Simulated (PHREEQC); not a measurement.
A solution holds 5.9e-05 mol CaSO4, 0.0059 mol Ca(NO3)2 and 0.00014 mol H2SO4 per kg of water, at 25 °C. Closed to the air; pH follows from the charge balance.

All values are PHREEQC results (ion-association model, phreeqc.dat), not measurements.

Precipitation was switched off in this run.

Q: Estimate the pH.

A: pH 3.61.

Q: In which forms is S present?

A: SO4-2 72 %, CaSO4 27 %, HSO4- 1.2 % of the S.
